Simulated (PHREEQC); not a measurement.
Solution (25 °C): 6.6 mmol/kgw CdCl2, 70 mmol/kgw CaCl2 and 0.25 mmol/kgw NaH2PO4. Closed to the air; pH follows from the charge balance.

The numbers come from PHREEQC with the ion-association model, wateq4f.dat.

Task: The ionic strength comes out as 0.217 mol/kgw. What activity coefficients do H2PO4-, CaH2PO4+, Ca+2, CdCl3-, HPO4-2 get?

Result: H2PO4- 0.74, CaH2PO4+ 0.74, Ca+2 0.31, CdCl3- 0.74, HPO4-2 0.29.

No solid was allowed to form. Species that the database lacks are ignored. H3PO4, which wateq4f.dat lacks, is added to it with the constant of phreeqc.dat. The database has no phosphate complexes of Cd.
